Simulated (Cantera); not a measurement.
Gas mixture: 100 % H₂, at 0.113 Torr, frozen composition.

Cantera's kinetic-theory transport with the Lennard-Jones parameters of GRI-Mech 3.0, ideal gas; thermal conductivity in the multicomponent form.

One state of this run: ρ (kg/m³) = 2.60e-6; cp (J/kg/K) = 15800; μ (µPa s) = 24.4; λ (mW/m/K) = 559; Pr = 0.691; D (cm²/s) CH₄ = 66100; D (cm²/s) CH₃ = 65200; D (cm²/s) H₂O = 85400. D: mixture-averaged diffusion coefficient of that species in the mixture.

Task: Which value of T (K) does it belong to?
A) 400
B) 1400
C) 1000
D) 1200

Result: B, 1400
